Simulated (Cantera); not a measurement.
# Adiabatic ignition

An adiabatic, constant-pressure homogeneous reactor starts with CH₄ : O₂ : N₂ : H₂O = 1 : 2.9 : 10.9 : 0.8 (molar parts), equivalence ratio 0.69, at 1448 K and 23.0 bar.

Computed with Cantera and GRI-Mech 3.0 (53 species, 325 reactions). The pressure lies above the range GRI-Mech 3.0 was tuned for (to about 10 atm).

```json
[
 {"t (s)": "5.00e-6", "T (K)": "1448", "x CH₄": "0.0641", "x O₂": "0.186", "x H₂O": "0.0513", "x C₂H": "<1e-12", "x N₂O": "3.93e-11"},
 {"t (s)": "1.19e-5", "T (K)": "1448", "x CH₄": "0.0641", "x O₂": "0.186", "x H₂O": "0.0513", "x C₂H": "<1e-12", "x N₂O": "1.95e-10"},
 {"t (s)": "2.82e-5", "T (K)": "1449", "x CH₄": "0.0639", "x O₂": "0.186", "x H₂O": "0.0515", "x C₂H": "<1e-12", "x N₂O": "9.71e-10"},
 {"t (s)": "6.68e-5", "T (K)": "1455", "x CH₄": "0.0625", "x O₂": "0.185", "x H₂O": "0.0525", "x C₂H": "<1e-12", "x N₂O": "5.64e-9"},
 {"t (s)": "0.000159", "T (K)": "2636", "x CH₄": "<1e-12", "x O₂": "0.0569", "x H₂O": "0.172", "x C₂H": "<1e-12", "x N₂O": "3.16e-6"},
 {"t (s)": "0.000377", "T (K)": "2631", "x CH₄": "<1e-12", "x O₂": "0.0556", "x H₂O": "0.172", "x C₂H": "<1e-12", "x N₂O": "3.13e-6"},
 {"t (s)": "0.000894", "T (K)": "2624", "x CH₄": "<1e-12", "x O₂": "0.0533", "x H₂O": "0.172", "x C₂H": "<1e-12", "x N₂O": "3.14e-6"},
 {"t (s)": "0.00212", "T (K)": "2617", "x CH₄": "<1e-12", "x O₂": "0.0514", "x H₂O": "0.172", "x C₂H": "<1e-12", "x N₂O": "3.19e-6"},
 {"t (s)": "0.00503", "T (K)": "2615", "x CH₄": "<1e-12", "x O₂": "0.0509", "x H₂O": "0.172", "x C₂H": "<1e-12", "x N₂O": "3.21e-6"},
 {"t (s)": "0.0119", "T (K)": "2615", "x CH₄": "<1e-12", "x O₂": "0.0509", "x H₂O": "0.172", "x C₂H": "<1e-12", "x N₂O": "3.21e-6"},
 {"t (s)": "0.0284", "T (K)": "2615", "x CH₄": "<1e-12", "x O₂": "0.0509", "x H₂O": "0.172", "x C₂H": "<1e-12", "x N₂O": "3.21e-6"},
 {"t (s)": "0.0673", "T (K)": "2615", "x CH₄": "<1e-12", "x O₂": "0.0509", "x H₂O": "0.172", "x C₂H": "<1e-12", "x N₂O": "3.21e-6"},
 {"t (s)": "0.160", "T (K)": "2615", "x CH₄": "<1e-12", "x O₂": "0.0509", "x H₂O": "0.172", "x C₂H": "<1e-12", "x N₂O": "3.21e-6"},
 {"t (s)": "0.379", "T (K)": "2615", "x CH₄": "<1e-12", "x O₂": "0.0509", "x H₂O": "0.172", "x C₂H": "<1e-12", "x N₂O": "3.21e-6"},
 {"t (s)": "0.900", "T (K)": "2615", "x CH₄": "<1e-12", "x O₂": "0.0509", "x H₂O": "0.172", "x C₂H": "<1e-12", "x N₂O": "3.21e-6"}
]
```
x: mole fraction; the columns are a selection and need not sum to one.

```json
{
  "time_of_steepest_temperature_rise": "0.132 ms",
  "temperature at 0.900 s": "2615 K",
  "equilibrium_temperature": "2615 K",
  "x(CH₄) at 0.900 s": "<1e-12 (gas-phase equilibrium <1e-12)",
  "x(O₂) at 0.900 s": "0.0509 (gas-phase equilibrium 0.0509)",
  "x(H₂O) at 0.900 s": "0.172 (gas-phase equilibrium 0.172)"
}
```
